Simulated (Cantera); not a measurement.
Al₂O₃ + Br₂ (chemical vapour transport)

Charge: 1 mol Al₂O₃, 0.059 mol Br₂, equilibrated at 1473.15 K.

These are equilibrium values from Cantera (NASA tables, ideal gas, pure condensed phases), not measurements of a reactor. Candidate condensed phases: Al, AlBr₃, Al₂O₃, Br₂; 14 gas species. Equilibrium is a limit: real reactors are often held back by kinetics, nucleation or transport.

From 7.50 Torr to 7500 Torr the condensed part is Al₂O₃(s). The main Al-bearing gas is AlBr₃ throughout.

```json
[
 {"P (Pa)": "1000", "log p Br₂": "-2.93", "log p Br": "-2.05", "log p AlBr₃": "-7.03", "log p O₂": "-7.16", "log p O": "-9.13", "n Al₂O₃(s)": "1.00"},
 {"P (Pa)": "4000", "log p Br₂": "-1.93", "log p Br": "-1.55", "log p AlBr₃": "-6.17", "log p O₂": "-6.29", "log p O": "-8.70", "n Al₂O₃(s)": "1.000"},
 {"P (Pa)": "16000", "log p Br₂": "-1.07", "log p Br": "-1.12", "log p AlBr₃": "-5.43", "log p O₂": "-5.56", "log p O": "-8.33", "n Al₂O₃(s)": "1.000"},
 {"P (Pa)": "63000", "log p Br₂": "-0.34", "log p Br": "-0.76", "log p AlBr₃": "-4.81", "log p O₂": "-4.93", "log p O": "-8.02", "n Al₂O₃(s)": "1.000"},
 {"P (Pa)": "250000", "log p Br₂": "0.33", "log p Br": "-0.42", "log p AlBr₃": "-4.24", "log p O₂": "-4.36", "log p O": "-7.73", "n Al₂O₃(s)": "1.000"},
 {"P (Pa)": "1000000", "log p Br₂": "0.96", "log p Br": "-0.11", "log p AlBr₃": "-3.69", "log p O₂": "-3.81", "log p O": "-7.46", "n Al₂O₃(s)": "1.000"}
]
```
log p: log10 of the partial pressure in bar; n: condensed amount in mol.
